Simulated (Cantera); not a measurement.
Catalytic stagnation flow on Pt

A jet of 1.14 % CH4, 16.6 % O2, 82.2 % N2, equivalence ratio 0.14 at 300 K and 128 Torr hits a platinum plate 6.4 cm away at a mass flux of 0.02 kg/m²/s; the plate temperature is set and raised in steps from an oxygen-covered start.

Cantera simulation using Deutschmann's 1995 Pt surface mechanism with GRI-Mech 3.0 gas chemistry; the numbers are that mechanism's predictions, not measurements. Catalytic surfaces can have several steady states; this one follows from the mechanism file's or the stated starting coverage.

```
plate T (K)  wall x CH4  wall x O2  wall x H2O  wall x OH  wall x CO  wall x CO2  θ free Pt   θ O*     θ OH*
-----------  ----------  ---------  ----------  ---------  ---------  ----------  ---------  -----  --------
850             0.00813      0.159     0.00620      <1e-8    1.92e-6     0.00404      0.102  0.897  0.000819
900             0.00573      0.154      0.0107    1.87e-8    1.91e-6     0.00697      0.154  0.845   0.00102
950             0.00380      0.150      0.0142    5.76e-8    1.73e-6     0.00931      0.211  0.788   0.00109
1000            0.00254      0.148      0.0165    1.52e-7    1.54e-6      0.0108      0.273  0.726   0.00106
1050            0.00176      0.146      0.0179    3.59e-7    1.41e-6      0.0117      0.336  0.663  0.000992
```
x: mole fraction at the wall; θ: surface coverage.
